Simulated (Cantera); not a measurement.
A closed system holds: 1 mol B, 6.7 mol N2, equilibrated at 1.30 mbar.

Method: chemical equilibrium by Gibbs-energy minimisation in Cantera with the NASA 1993 tables (ideal gas, pure condensed phases). Candidate condensed phases: B, BN; 5 gas species. N2 is the only nitrogen source here; it is nearly inert below about 1500 K, so the nitride shown seldom forms there in practice. The numbers say what is thermodynamically allowed, not how fast it happens.

x: gas mole fraction; n: condensed amount in mol.

```json
[
 {"T (K)": "873", "x N2": "1.00", "x B": "<1e-12", "x BN": "<1e-12", "x B2": "<1e-12", "x N": "<1e-12", "n BN(s)": "1.00", "n B(s)": "0", "n B(l)": "0"},
 {"T (K)": "1073", "x N2": "1.00", "x B": "<1e-12", "x BN": "<1e-12", "x B2": "<1e-12", "x N": "<1e-12", "n BN(s)": "1.00", "n B(s)": "0", "n B(l)": "0"},
 {"T (K)": "1273", "x N2": "1.00", "x B": "<1e-12", "x BN": "<1e-12", "x B2": "<1e-12", "x N": "<1e-12", "n BN(s)": "1.00", "n B(s)": "0", "n B(l)": "0"},
 {"T (K)": "1473", "x N2": "1.00", "x B": "<1e-12", "x BN": "<1e-12", "x B2": "<1e-12", "x N": "<1e-12", "n BN(s)": "1.00", "n B(s)": "0", "n B(l)": "0"},
 {"T (K)": "1673", "x N2": "1.00", "x B": "2.44e-9", "x BN": "2.67e-10", "x B2": "<1e-12", "x N": "___", "n BN(s)": "1.00", "n B(s)": "0", "n B(l)": "0"},
 {"T (K)": "1873", "x N2": "1.000", "x B": "1.17e-6", "x BN": "6.59e-8", "x B2": "<1e-12", "x N": "___", "n BN(s)": "1.000", "n B(s)": "0", "n B(l)": "0"},
 {"T (K)": "2073", "x N2": "1.000", "x B": "0.000168", "x BN": "5.53e-6", "x B2": "1.51e-9", "x N": "___", "n BN(s)": "0.999", "n B(s)": "0", "n B(l)": "0"},
 {"T (K)": "2273", "x N2": "0.994", "x B": "0.00554", "x BN": "0.000116", "x B2": "3.63e-7", "x N": "___", "n BN(s)": "0", "n B(s)": "0.962", "n B(l)": "0"},
 {"T (K)": "2473", "x N2": "0.948", "x B": "0.0513", "x BN": "0.000724", "x B2": "8.79e-6", "x N": "___", "n BN(s)": "0", "n B(s)": "0", "n B(l)": "0.632"}
]
```

**Question.** Complete the blanks.

**Answer.** 
- 1673, x N: 8.92e-11
- 1873, x N: 3.54e-9
- 2073, x N: 6.92e-8
- 2273, x N: 8.02e-7
- 2473, x N: 6.13e-6
